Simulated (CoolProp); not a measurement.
Vapour-liquid equilibrium of benzene (1) + o-xylene (2) at 708 kPa; x and y are mole fractions of (1).

Values from CoolProp's multi-fluid Helmholtz-energy mixture model, Thol 2012 and Zhou 2012; pair parameters Bell 2016.

```json
[
 {"x": "0.05", "bubble temperature (K)": "504.5", "y at the bubble point": "0.117", "dew temperature at overall composition x (K)": "507.6", "liquid density (mol/L)": "6.422"},
 {"x": "0.125", "bubble temperature (K)": "496.2", "y at the bubble point": "0.283", "dew temperature at overall composition x (K)": "504.1", "liquid density (mol/L)": "6.627"},
 {"x": "0.2", "bubble temperature (K)": "487.6", "y at the bubble point": "0.430", "dew temperature at overall composition x (K)": "500.5", "liquid density (mol/L)": "6.837"},
 {"x": "0.275", "bubble temperature (K)": "479.4", "y at the bubble point": "0.553", "dew temperature at overall composition x (K)": "496.6", "liquid density (mol/L)": "7.050"},
 {"x": "0.35", "bubble temperature (K)": "471.7", "y at the bubble point": "0.651", "dew temperature at overall composition x (K)": "492.4", "liquid density (mol/L)": "7.262"},
 {"x": "0.425", "bubble temperature (K)": "464.9", "y at the bubble point": "0.728", "dew temperature at overall composition x (K)": "487.9", "liquid density (mol/L)": "7.471"},
 {"x": "0.5", "bubble temperature (K)": "458.9", "y at the bubble point": "0.788", "dew temperature at overall composition x (K)": "483.1", "liquid density (mol/L)": "7.678"},
 {"x": "0.575", "bubble temperature (K)": "453.6", "y at the bubble point": "0.835", "dew temperature at overall composition x (K)": "477.7", "liquid density (mol/L)": "7.885"},
 {"x": "0.65", "bubble temperature (K)": "449.1", "y at the bubble point": "0.873", "dew temperature at overall composition x (K)": "471.8", "liquid density (mol/L)": "8.092"},
 {"x": "0.725", "bubble temperature (K)": "445.1", "y at the bubble point": "0.905", "dew temperature at overall composition x (K)": "465.1", "liquid density (mol/L)": "8.304"},
 {"x": "0.8", "bubble temperature (K)": "441.5", "y at the bubble point": "0.933", "dew temperature at overall composition x (K)": "457.6", "liquid density (mol/L)": "8.523"},
 {"x": "0.875", "bubble temperature (K)": "438.2", "y at the bubble point": "0.959", "dew temperature at overall composition x (K)": "448.9", "liquid density (mol/L)": "8.753"},
 {"x": "0.95", "bubble temperature (K)": "435.0", "y at the bubble point": "0.983", "dew temperature at overall composition x (K)": "439.3", "liquid density (mol/L)": "8.998"}
]
```

No azeotrope shows between x = 0.05 and 0.95.

The pair parameters rest on a limited set of measurements; away from them the model extrapolates. The gap from Raoult's law changes sign with composition, which may be real or a fault of the pair parameters; it wasn't checked against measurements.
